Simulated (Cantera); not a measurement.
An adiabatic, constant-pressure homogeneous reactor starts with 4.95 % CH4, 19.1 % O2, 71.8 % N2, 4.21 % H2O, equivalence ratio 0.52, at 1575 K and 0.320 bar.

Computed with Cantera and GRI-Mech 3.0 (53 species, 325 reactions).

x: mole fraction; the columns are a selection and need not sum to one.

```csv
t (s),T (K),x CH4,x O2,x H2O,x NO,x H,x CH2O
1.00e-6,1575,0.0495,0.191,0.0421,<1e-12,…,6.33e-11
2.77e-6,1575,0.0495,0.191,0.0421,<1e-12,…,5.87e-10
7.65e-6,1575,0.0495,0.191,0.0421,<1e-12,3.20e-8,5.68e-9
2.11e-5,1575,0.0495,0.191,0.0421,<1e-12,…,5.38e-8
5.85e-5,1575,0.0495,0.191,0.0421,<1e-12,…,4.90e-7
0.000162,1575,0.0495,0.191,0.0421,<1e-12,…,4.86e-6
0.000447,1575,0.0493,0.190,0.0422,<1e-12,…,6.17e-5
0.00124,1624,0.0387,0.182,0.0512,4.06e-10,…,0.00207
0.00342,2382,<1e-12,0.0894,0.127,0.000371,…,2.90e-12
0.00946,2416,<1e-12,0.0888,0.129,0.00156,0.00168,2.31e-12
0.0262,2413,<1e-12,0.0874,0.129,0.00437,0.00164,2.26e-12
0.0723,2407,<1e-12,0.0853,0.129,0.00891,0.00158,2.18e-12
0.200,2403,<1e-12,0.0841,0.129,0.0114,0.00155,2.13e-12
```

Task: Fill in the missing entries.

Result: 
- 1.00e-6, x H: 1.69e-8
- 2.77e-6, x H: 2.78e-8
- 2.11e-5, x H: 3.46e-8
- 5.85e-5, x H: 4.23e-8
- 0.000162, x H: 7.18e-8
- 0.000447, x H: 2.87e-7
- 0.00124, x H: 7.90e-5
- 0.00342, x H: 0.00249
